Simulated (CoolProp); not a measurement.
A Linde-Hampson liquefier for methane: isothermal reversible compression at 250 K from 1 atm to 40 MPa, throttling to 1 atm, return gas leaving the recuperator 0 K below the feed. Each further row changes one setting.

The numbers come from the reference Helmholtz-energy equation of state, Setzmann 1991 in CoolProp.

```json
[
 {"case": "as stated", "liquid yield per pass": "0.355", "compression work (kJ/kg of gas)": "688"},
 {"case": "high pressure 80 MPa", "liquid yield per pass": "0.308", "compression work (kJ/kg of gas)": "809"},
 {"case": "warm-end temperature 280 K", "liquid yield per pass": "0.287", "compression work (kJ/kg of gas)": "803"},
 {"case": "warm-end gap 5 K", "liquid yield per pass": "0.347", "compression work (kJ/kg of gas)": "688"}
]
```
